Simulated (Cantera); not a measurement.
Mixture: 13.5 % CH4, 0.647 % C2H6, 1.35 % C3H8, 17.9 % O2, 66.6 % N2, equivalence ratio 2.0, at 353 Torr, adiabatic and at constant pressure. Ignition delay is the time to a rise of 400 K.

Detailed kinetics in Cantera: GRI-Mech 3.0 (53 species, 325 reactions).

Task: Predict: delay at 1100 K; delay at 1175 K; delay at 1250 K; delay at 1325 K; delay at 1400 K; delay at 1475 K; apparent activation energy between 1325 and 1475 K.

Result: 
```
Quantity                                                 Value
--------------------------------------------------  ----------
delay at 1100 K                                        93.1 ms
delay at 1175 K                                        23.9 ms
delay at 1250 K                                        6.84 ms
delay at 1325 K                                        2.31 ms
delay at 1400 K                                       0.925 ms
delay at 1475 K                                       0.433 ms
apparent activation energy between 1325 and 1475 K  180 kJ/mol
```
